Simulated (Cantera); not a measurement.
## Low-pressure radical oxidation in H2/O2

A perfectly stirred reactor is fed with 1.19 % H2, 98.8 % O2, equivalence ratio 0.0060, at 10.00 Torr; it is held at 1250 K, and followed from long to short residence time.

Cantera simulation using the H2/O2 subset of GRI-Mech 3.0, which has no nitrogen chemistry; the numbers are that mechanism's predictions, not measurements. Radical loss at walls, strong at low pressure, is not modelled.

```csv
τ (s),x H2,x O2,x H2O,x HO2,x OH,x O
25,6.79e-6,0.988,0.0118,1.42e-7,0.000214,0.000370
6.8,1.46e-5,0.987,0.0117,2.42e-7,0.000325,0.000853
1.8,3.13e-5,0.986,0.0116,3.89e-7,0.000490,0.00191
0.50,6.46e-5,0.984,0.0114,5.65e-7,0.000698,0.00376
0.14,0.000137,0.981,0.0111,7.47e-7,0.000935,0.00618
0.037,0.000338,0.979,0.0107,9.30e-7,0.00121,0.00807
0.010,0.000944,0.979,0.00977,1.13e-6,0.00160,0.00830
0.0028,0.00268,0.980,0.00779,1.29e-6,0.00201,0.00677
0.00076,0.00743,0.984,0.00344,1.15e-6,0.00157,0.00300
```
x: mole fraction; the columns are a selection and need not sum to one.
